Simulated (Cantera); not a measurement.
An adiabatic, constant-volume homogeneous reactor starts with H2 : O2 : N2 : NO = 1 : 1.32 : 4.95 : 0.03 (molar parts), at 1575 K and 50000 Pa.

Model: GRI-Mech 3.0 (53 species, 325 reactions), integrated in Cantera.

x: mole fraction; the columns are a selection and need not sum to one.

| t (s) | T (K) | P (bar) | x H2 | x O2 | x NO | x N2 | x H2O | x OH |
|---|---|---|---|---|---|---|---|---|
| 2.00e-6 | 1575 | 0.500 | 0.137 | 0.181 | 0.00411 | 0.678 | 2.31e-7 | 1.26e-7 |
| 7.02e-6 | 1575 | 0.500 | 0.137 | 0.181 | 0.00411 | 0.678 | 1.49e-5 | 3.68e-6 |
| 2.47e-5 | 1635 | 0.518 | … | … | 0.00412 | 0.680 | … | … |
| 8.66e-5 | 2055 | 0.634 | 0.0121 | 0.108 | 0.00425 | 0.697 | 0.107 | 0.0214 |
| 0.000304 | 2460 | 0.740 | 0.00544 | 0.111 | 0.00454 | 0.715 | 0.126 | 0.0209 |
| 0.00107 | 2551 | 0.763 | 0.00344 | 0.113 | 0.00554 | 0.719 | 0.132 | 0.0179 |
| 0.00375 | 2547 | 0.762 | 0.00339 | 0.112 | 0.00846 | 0.718 | 0.132 | 0.0176 |
| 0.0132 | 2538 | 0.759 | 0.00331 | 0.109 | 0.0140 | 0.715 | 0.133 | 0.0171 |
| 0.0462 | 2533 | 0.757 | 0.00327 | 0.108 | 0.0166 | 0.714 | 0.133 | 0.0168 |
| 0.162 | 2533 | 0.757 | 0.00326 | 0.108 | 0.0167 | 0.714 | 0.133 | 0.0168 |
| 0.570 | 2533 | 0.757 | 0.00326 | 0.108 | 0.0167 | 0.714 | 0.133 | 0.0168 |
| 2.00 | 2533 | 0.757 | 0.00326 | 0.108 | 0.0167 | 0.714 | 0.133 | 0.0168 |

What belongs in the gaps?


- 2.47e-5, x H2: 0.0306
- 2.47e-5, x O2: 0.122
- 2.47e-5, x H2O: 0.0768
- 2.47e-5, x OH: 0.0143
